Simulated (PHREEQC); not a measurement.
# Acid mine or pickling water: speciation

Model water analysis in mmol/kgw, 31 °C, pH 3.14, pe 8: Na 0.554; K 0.321; Ca 1.17; Mg 1.46; Cl 1.78; S(6) 2.88; N(5) 0.00102.

Valence states are taken as typed.

Equilibrium calculation in PHREEQC: ion-association model, wateq4f.dat.

```json
{
 "ionic_strength": "0.0105 mol/kgw",
 "total_alkalinity": "-0.928 meq/kg",
 "charge_balance_error": "-3.9 %"
}
```

```csv
species,molality,activity,log γ
SO4-2,0.00223,0.00147,-0.181
Cl-,0.00178,0.00160,-0.047
Mg+2,0.00115,0.000768,-0.176
Ca+2,0.000970,0.000642,-0.179
H+,0.000795,0.000724,-0.041
Na+,0.000550,0.000495,-0.046
K+,0.000317,0.000285,-0.047
MgSO4,0.000308,0.000308,0.001
```

No solid was allowed to form.
